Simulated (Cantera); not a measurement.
Input: 1 mol BF3, 7.7 mol O2, 6.2 mol H2, held at 800 K and 1.00 bar.

Cantera equilibrium calculation (NASA polynomials, part measured and part estimated; ideal gas, pure solids and liquids). Candidate condensed phases: B, B2O3, B3O3H3, H2O; 43 gas species. Kinetics and transport are ignored.

Base state: H2O 0.476, O2 0.387, HF 0.0706, BF3 0.0590, (HBO2)3 0.00684, B3O3F3 0.00151 (mole fractions); condensed: gas only.

Task: What changes in the equilibrium state with this change: temperature from 800 K to 2075 K?

Result: 
| species | before | after |
|---|---|---|
| H2O | 0.476 | 0.368 |
| O2 | 0.387 | 0.357 |
| HF | 0.0706 | 0.191 |
| BF3 | 0.0590 | 0.000217 |
| BOF | 4.55e-8 | 0.0425 |
| HBO2 | 5.48e-8 | 0.0338 |
| OH | 2.22e-9 | 0.00638 |
| BO2 | <1e-9 | 0.000707 |
| O | <1e-9 | 0.000696 |
